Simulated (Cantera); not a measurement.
An isothermal, constant-pressure homogeneous reactor starts with NO : N2 = 1 : 0.11 (molar parts), at 1548 K and 0.0263 atm. Integrator tolerance rtol = 1e-08.

Model: GRI-Mech 3.0 (53 species, 325 reactions), integrated in Cantera. Radical loss at walls, strong at low pressure, is not modelled.

Question: What does this change do: pressure from 0.0263 atm to 1.00 atm?

Answer: 
```json
[
 {"quantity": "x(NO) at 20.0 s", "before": "0.886 (gas-phase equilibrium 0.00188)", "after": "0.556 (gas-phase equilibrium 0.00188)"},
 {"quantity": "x(NO2) at 20.0 s", "before": "0.000129 (gas-phase equilibrium 2.09e-6)", "after": "0.00235 (gas-phase equilibrium 1.29e-5)"},
 {"quantity": "x(O2) at 20.0 s", "before": "0.00710 (gas-phase equilibrium 0.449)", "after": "0.171 (gas-phase equilibrium 0.449)"},
 {"quantity": "x(N2O) at 20.0 s", "before": "0.000249 (gas-phase equilibrium 1.55e-8)", "after": "0.000106 (gas-phase equilibrium 9.57e-8)"},
 {"quantity": "x(O) at 20.0 s", "before": "6.73e-6 (gas-phase equilibrium 3.15e-5)", "after": "3.21e-6 (gas-phase equilibrium 5.11e-6)"},
 {"quantity": "x(N2) at 20.0 s", "before": "0.106 (gas-phase equilibrium 0.549)", "after": "0.271 (gas-phase equilibrium 0.549)"}
]
```

Question: What does this change do: pressure from 0.0263 atm to 0.132 atm?

Answer: 
```csv
quantity,before,after
x(NO) at 20.0 s,0.886 (gas-phase equilibrium 0.00188),0.833 (gas-phase equilibrium 0.00188)
x(NO2) at 20.0 s,0.000129 (gas-phase equilibrium 2.09e-6),0.000571 (gas-phase equilibrium 4.66e-6)
x(O2) at 20.0 s,0.00710 (gas-phase equilibrium 0.449),0.0335 (gas-phase equilibrium 0.449)
x(N2O) at 20.0 s,0.000249 (gas-phase equilibrium 1.55e-8),0.000226 (gas-phase equilibrium 3.47e-8)
x(O) at 20.0 s,6.73e-6 (gas-phase equilibrium 3.15e-5),4.40e-6 (gas-phase equilibrium 1.41e-5)
x(N2) at 20.0 s,0.106 (gas-phase equilibrium 0.549),0.133 (gas-phase equilibrium 0.549)
```

Question: What does this change do: pressure from 0.0263 atm to 0.247 atm?

Answer: 
```csv
quantity,before,after
x(NO) at 20.0 s,0.886 (gas-phase equilibrium 0.00188),0.781 (gas-phase equilibrium 0.00188)
x(NO2) at 20.0 s,0.000129 (gas-phase equilibrium 2.09e-6),0.000968 (gas-phase equilibrium 6.39e-6)
x(O2) at 20.0 s,0.00710 (gas-phase equilibrium 0.449),0.0591 (gas-phase equilibrium 0.449)
x(N2O) at 20.0 s,0.000249 (gas-phase equilibrium 1.55e-8),0.000200 (gas-phase equilibrium 4.75e-8)
x(O) at 20.0 s,6.73e-6 (gas-phase equilibrium 3.15e-5),4.01e-6 (gas-phase equilibrium 1.03e-5)
x(N2) at 20.0 s,0.106 (gas-phase equilibrium 0.549),0.159 (gas-phase equilibrium 0.549)
```
